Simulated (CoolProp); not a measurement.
Vapour-liquid equilibrium of acetone (1) + cyclohexane (2) at 75.6 kPa; x and y are mole fractions of (1).

Computed with CoolProp (multi-fluid Helmholtz-energy mixture model, Lemmon 2006 and Zhou 2014; pair parameters Bell 2016).

Q: Give the bubble temperature and the first vapour's composition at x = 0.25, 0.45, 0.55. Is there an azeotrope?

A: x = 0.25: 321.1 K, y = 0.615; x = 0.45: 319.2 K, y = 0.664; x = 0.55: 318.8 K, y = 0.683. y crosses x between x = 0.65 and 0.75: the model has an azeotrope there.

The pair parameters rest on a limited set of measurements; away from them the model extrapolates. With so large a gap from Raoult's law the liquid may split in two, which this calculation doesn't test in full.
